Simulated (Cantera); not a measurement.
Input: 1 mol borazine, 5.9 mol NH₃, 2.5 mol H₂, equilibrated at 1725 K and 0.00133 bar.

These are equilibrium values from Cantera (NASA tables, ideal gas, pure condensed phases), not measurements of a reactor. Candidate condensed phases: B, BN; 15 gas species. The feed counts by its element totals alone. Equilibrium is a limit: real reactors are often held back by kinetics, nucleation or transport.

Base state: H₂ 0.825, N₂ 0.170, H 0.00462 (mole fractions); condensed: BN(s).

Q: What changes in the equilibrium state with this change: borazine replaced by B₂O₃?

A: 
```tsv
species	before	after
H₂	0.825	0.709
N₂	0.170	0.192
B₂O₃	0	0.0338
HBO₂	0	0.0297
HBO	0	0.0234
B₂O₂	0	0.00340
BO	0	0.00275
H₂O	0	0.00165
BO₂	0	1.20e-5
BN(s), mol	3.00	0
```
Further candidate phases: B₂O₃, B₃O₃H₃, H₂O.

Q: What changes in the equilibrium state with this change: temperature from 1725 K to 2075 K?

A: 
```json
[
 {"species": "H₂", "before": "0.825", "after": "0.708"},
 {"species": "N₂", "before": "0.170", "after": "0.229"},
 {"species": "H", "before": "0.00462", "after": "0.0614"},
 {"species": "BH₂", "before": "4.08e-6", "after": "0.000502"},
 {"species": "B", "before": "3.26e-8", "after": "0.000333"},
 {"species": "BH", "before": "7.98e-9", "after": "1.80e-5"},
 {"species": "BN(s), mol", "before": "3.00", "after": "0"},
 {"species": "B(s), mol", "before": "0", "after": "2.98"}
]
```
The tables' values for BH₂ are old estimates; treat these amounts as uncertain.
